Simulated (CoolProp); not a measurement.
Vapour-liquid equilibrium of C3F8 (R218) (1) + c-C4F8 (RC318) (2) at 276.3 K; x and y are mole fractions of (1).

Values from CoolProp's multi-fluid Helmholtz-energy mixture model, Lemmon 2006 and Platzer 1990; pair parameters Bell 2016. This equation is an older, rougher fit; its heat capacities, sound speeds and derivatives of the liquid may be far off and weren't checked against measurements.

Question: Give the bubble pressure and the first vapour's composition at x = 0.125, 0.725, 0.8. Is there an azeotrope?

Answer: x = 0.125: 0.1592 MPa, y = 0.205; x = 0.725: 0.3444 MPa, y = 0.903; x = 0.8: 0.3753 MPa, y = 0.937. No azeotrope shows between x = 0.05 and 0.95.

Pair parameters are fitted to limited data, so mixtures are less certain than the pure fluids.
